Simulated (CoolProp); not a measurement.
Isohexane at several states: fugacity coefficient from the reference equation and from simpler models built on Tc = 497.7 K, pc = 30.43 bar, ω = 0.280; each cubic takes its own stable root.

The numbers come from the reference Helmholtz-energy equation of state, Lemmon 2006 in CoolProp. It is a short technical equation, of lower accuracy than the large ones.

```csv
T (K),p (bar),phase,reference
399.1,144,liquid,0.06358
450.1,10.8,gas,0.8278
367,0.112,gas,0.9964
266.6,29.6,liquid,0.002527
262.1,10.1,liquid,0.005179
```

Problem. How far does each simpler model (van der Waals, Redlich-Kwong, Peng-Robinson) lie from the reference over these 5 states: mean and median of the absolute difference, and the worst?

Solution. 
- van der Waals: mean 905.5 %, median 167.5 %, worst +2257.6 % at 262.1 K and 10.1 bar
- Redlich-Kwong: mean 78.7 %, median 42.5 %, worst +177.3 % at 262.1 K and 10.1 bar
- Peng-Robinson: mean 1.8 %, median 1.9 %, worst +3.6 % at 262.1 K and 10.1 bar
